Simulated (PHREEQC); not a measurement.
Solution (25 °C): 16 mmol/kgw NaH2PO4, 17 mmol/kgw H2SO4 and 0.93 mmol/kgw ZnSO4. Closed to the air; pH follows from the charge balance.

Computed with PHREEQC (ion-association model, wateq4f.dat).

### Question
The ionic strength comes out as 0.0434 mol/kgw. What activity coefficients do SO4-2, H2PO4-, H+, NaSO4-, HSO4- get?

### Answer
SO4-2 0.48, H2PO4- 0.84, H+ 0.86, NaSO4- 0.84, HSO4- 0.83.

No solid was allowed to form. Species that the database lacks are ignored. H3PO4, which wateq4f.dat lacks, is added to it with the constant of phreeqc.dat. The database has no phosphate complexes of Zn.
